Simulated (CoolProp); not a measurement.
Properties of octamethyltrisiloxane (MDM) along the isotherm 575 K (Tc = 565.4 K, pc = 1.438 MPa, ω = 0.528).

Computed with CoolProp (reference Helmholtz-energy equation of state, Thol 2017).

| p (MPa) | phase | density (kg/m³) | speed of sound (m/s) | Joule-Thomson coefficient (K/MPa) | expansivity (1/kK) | fugacity coefficient |
|---|---|---|---|---|---|---|
| 0.0599 | gas | 3.003 | 141.6 | 8.327 | 1.830 | 0.9870 |
| 0.12 | gas | 6.099 | 139.7 | 8.534 | 1.929 | 0.9740 |
| 0.18 | gas | 9.280 | 137.8 | 8.755 | 2.037 | 0.9611 |
| 0.24 | gas | 12.56 | 135.8 | 8.990 | 2.154 | 0.9482 |
| 0.299 | gas | 15.88 | 133.8 | 9.237 | 2.280 | 0.9355 |
| 0.359 | gas | 19.38 | 131.7 | 9.507 | 2.420 | 0.9227 |
| 0.419 | gas | 22.99 | 129.5 | 9.798 | 2.575 | 0.9098 |
| 0.479 | gas | 26.75 | 127.2 | 10.11 | 2.747 | 0.8970 |
| 0.539 | gas | 30.65 | 124.9 | 10.45 | 2.938 | 0.8842 |
| 0.599 | gas | 34.73 | 122.4 | 10.82 | 3.152 | 0.8714 |
| 0.659 | gas | 38.99 | 119.9 | 11.23 | 3.394 | 0.8586 |
| 0.719 | gas | 43.45 | 117.2 | 11.67 | 3.668 | 0.8458 |
